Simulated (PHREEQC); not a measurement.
Dissolve 0.093 mol/kgw HCl, 0.51 mol/kgw FeSO4 and 0.038 mol/kgw MnSO4 at 25 °C. Closed to the air; pH follows from the charge balance.

All values are PHREEQC results (ion-association model, wateq4f.dat), not measurements.

**Question.** The ionic strength comes out as 1.07 mol/kgw. What activity coefficients do MnCl+, H+, HSO4-, FeHSO4+, Fe+2 get?

**Answer.** MnCl+ 0.64, H+ 0.74, HSO4- 0.62, FeHSO4+ 0.80, Fe+2 0.20.

No solid was allowed to form. Ionic strength above about 0.7 mol/kgw puts this run outside the model's range. Complexes and solids missing from the database can't appear.
